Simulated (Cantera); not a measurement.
An adiabatic, constant-volume homogeneous reactor starts with CH₄ : CO : O₂ : N₂ = 1 : 0.18 : 5.81 : 21.8 (molar parts), at 1725 K and 19.0 bar.

Model: GRI-Mech 3.0 (53 species, 325 reactions), integrated in Cantera. The pressure lies above the range GRI-Mech 3.0 was tuned for (to about 10 atm).

One state of this run: T (K) = 2638; P (bar) = 29.1; x CH₄ = <1e-12; x CO = 0.00152; x O₂ = 0.127; x NO = 0.00119; x O = 0.00184. x: mole fraction; the columns are a selection and need not sum to one.

Task: Which value of t (s) does it belong to?
A. 5.85e-5
B. 0.00342
C. 1.00e-6
D. 3.88e-6

Result: A, 5.85e-5
